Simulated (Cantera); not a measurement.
Input (Python, Cantera) and output of one run.

```python
import numpy as np
import cantera as ct

gas_names = """
    CL CL2 H HCL H2 Si SiCL SiCL2 SiCL3 SiCL4 SiH SiHCL3 SiH2 SiH2CL2 SiH3 SiH3CL SiH4 Si2 Si3
""".split()
cond_names = """
    Si(cr) Si(L)
""".split()


# ... load() reads the species with a 1 bar reference pressure and builds the phases ...
atoms = {
    'Si': {'Si': 1},
    'H2': {'H': 2},
    'Cl2': {'CL': 2},
}
top_T = {}  # K; cautious upper limits of use, not melting points


# ... equilibrate(T, P, feed) seeds the gas with the atoms and calls Mixture.equilibrate('TP', solver="vcs", rtol=1e-11, max_steps=5000) ...
results = []
feed = {'Si': 1, 'H2': 2.9, 'Cl2': 0.57}  # mol
T = 973.15  # K
P = 570000  # Pa
mix = equilibrate(T, P, feed)
results.append((T, P, feed, dict(zip(mix.species_names, mix.species_moles))))
print(gas.report(threshold=0.001))
for i in range(1, mix.n_phases):
    print(f"{mix.phase(i).name:16s} {mix.phase_moles(i):12.5e} mol")
```

Result:

```
       temperature   973.15 K
          pressure   5.7e+05 Pa
           density   1.2451 kg/m^3
  mean mol. weight   17.675 kg/kmol
   phase of matter   gas

                          1 kg             1 kmol
                     ---------------   ---------------
          enthalpy       -1.9835e+06       -3.5058e+07  J
   internal energy       -2.4413e+06       -4.3149e+07  J
           entropy             10351        1.8295e+05  J/K
    Gibbs function       -1.2056e+07       -2.1309e+08  J
 heat capacity c_p            2134.2             37722  J/K
 heat capacity c_v            1663.8             29408  J/K

                      mass frac. Y      mole frac. X     chem. pot. / RT
                     ---------------   ---------------   ---------------
               HCL          0.010085         0.0048892           -39.198
                H2           0.10153           0.89017           -15.814
             SiCL4           0.47053          0.048954           -128.77
            SiHCL3           0.38432          0.050153           -105.39
           SiH2CL2          0.030674         0.0053678           -82.004
     [  +14 minor]         0.0028569        0.00046153

Si(cr)            6.70399e-01 mol
```

Cantera equilibrium calculation (NASA polynomials, part measured and part estimated; ideal gas, pure solids and liquids). The tables' values for SiCl3 are old estimates; treat these amounts as uncertain.
